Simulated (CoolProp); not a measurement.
Vapour-liquid equilibrium of CH2F2 (R32) (1) + R152A (2) at 1150 kPa; x and y are mole fractions of (1).

Values from CoolProp's multi-fluid Helmholtz-energy mixture model, Tillner-Roth 1997 and Outcalt 1996; pair parameters Bell 2016.

```csv
x,"bubble temperature, mixture model (K)","bubble temperature, Raoult's law (K)","y, mixture model","y, Raoult's law"
0.05,319.4,319.0,0.101,0.124
0.125,315.3,314.7,0.235,0.280
0.2,311.6,310.8,0.352,0.407
0.275,308.2,307.2,[?],0.512
0.35,305.0,304.0,0.543,0.600
0.425,302.0,301.1,[?],0.675
0.5,299.2,298.4,0.691,0.739
0.575,296.6,295.9,0.753,0.794
0.65,294.1,293.5,0.807,0.842
0.725,291.8,291.3,0.856,0.884
0.8,289.7,289.3,0.901,0.921
0.875,287.6,287.4,0.941,0.953
0.95,285.7,285.6,[?],0.982
```

### Question
Fill in the missing entries.

### Answer

- 0.275, y, mixture model: 0.454
- 0.425, y, mixture model: 0.622
- 0.95, y, mixture model: 0.977

The largest gap from Raoult's law is +1.0 K in bubble temperature, at x = 0.35. No azeotrope shows between x = 0.05 and 0.95.

Pair parameters are fitted to limited data, so mixtures are less certain than the pure fluids.
